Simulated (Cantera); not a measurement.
Mixture: CH4 : H2 : O2 : N2 : H2O = 1 : 0.63 : 2.31 : 8.7 : 0.44 (molar parts), equivalence ratio 1.0, at 4.93 atm, adiabatic and at constant volume. Ignition delay is the time to a rise of 400 K.

Model: GRI-Mech 3.0 (53 species, 325 reactions), integrated in Cantera.

Task: At T0 = 1450 K, what is the delay, and which 6 reactions control it most (d ln τ / d ln k, from doubling and halving each rate constant)?

Result: The delay is 72.1 µs.
```csv
reaction,d ln τ / d ln k,faster rate
H + O2 <=> O + OH,-1.05,shortens it
CH4 + OH <=> CH3 + H2O,0.32,lengthens it
2 CH3 (+M) <=> C2H6 (+M),0.30,lengthens it
H2 + OH <=> H + H2O,-0.29,shortens it
CH3 + HO2 <=> CH3O + OH,-0.25,shortens it
CH4 + H <=> CH3 + H2,0.18,lengthens it
```
